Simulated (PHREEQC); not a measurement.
A solution holds 0.011 mol/kgw HF, 0.00079 mol/kgw KF, 0.00059 mol/kgw H2SiF6 and 0.018 mol/kgw HCl, at 5 °C. Closed to the air; pH follows from the charge balance.

Computed with PHREEQC (ion-association model, wateq4f.dat).

Problem. The ionic strength comes out as 0.0204 mol/kgw. What activity coefficients do K+, SiF6-2, F-, H+, HF2- get?

Solution. K+ 0.87, SiF6-2 0.59, F- 0.87, H+ 0.89, HF2- 0.87.

Precipitation was switched off in this run. Complexes and solids missing from the database can't appear. wateq4f.dat counts part of the HF as a dimer, H2F2, which phreeqc.dat doesn't know; its constant is uncertain. Constants without temperature data keep their 25 °C values here. SiF6-2 is the database's only silicon fluoride.
